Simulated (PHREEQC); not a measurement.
A solution holds 0.0036 mol/kgw NH4Cl, 0.0051 mol/kgw NaF and 0.0064 mol/kgw KCl, at 25 °C. It is in equilibrium with CO2 at log p = -2 (atm). Otherwise closed; pH follows from the charge balance.

Computed with PHREEQC (ion-association model, phreeqc.dat).

Each row changes one thing in this solution. This is a speciation only: nothing precipitates in the calculation.

| case | pH | CO2 (mol/kgw) | HCO3- (mol/kgw) | NH3 (mol/kgw) | (CO2)2 (mol/kgw) | CO3-2 (mol/kgw) |
|---|---|---|---|---|---|---|
| as made | 5.33 | 0.000339 | 3.64e-5 | 3.84e-7 | 2.12e-9 | 5.22e-10 |
| KCl from 0.0064 to 0.032 mol/kgw | 5.31 | 0.000337 | 3.65e-5 | 3.36e-7 | 2.11e-9 | 5.85e-10 |
| NH4Cl from 0.0036 to 0.036 mol/kgw | 5.29 | 0.000337 | 3.51e-5 | 3.15e-6 | 2.10e-9 | 5.53e-10 |
| temperature from 25 to 85 °C | 5.64 | 0.000119 | 2.65e-5 | 2.56e-5 | 1.07e-9 | 1.30e-9 |
| diluted 2-fold with water | 5.22 | 0.000340 | 2.74e-5 | 1.54e-7 | 2.12e-9 | 2.77e-10 |
| NH4Cl replaced by NH4Br at the same molality | 5.33 | 0.000339 | 3.64e-5 | 3.84e-7 | 2.12e-9 | 5.22e-10 |
| NaF left out | 4.91 | 0.000340 | 1.34e-5 | 1.48e-7 | 2.12e-9 | 6.85e-11 |
| NaF from 0.0051 to 0.00255 mol/kgw | 5.21 | 0.000339 | 2.74e-5 | 2.94e-7 | 2.12e-9 | 2.90e-10 |
| KCl left out | 5.34 | 0.000340 | 3.64e-5 | 4.05e-7 | 2.12e-9 | 4.95e-10 |

Species that the database lacks are ignored. Constants without temperature data keep their 25 °C values here.
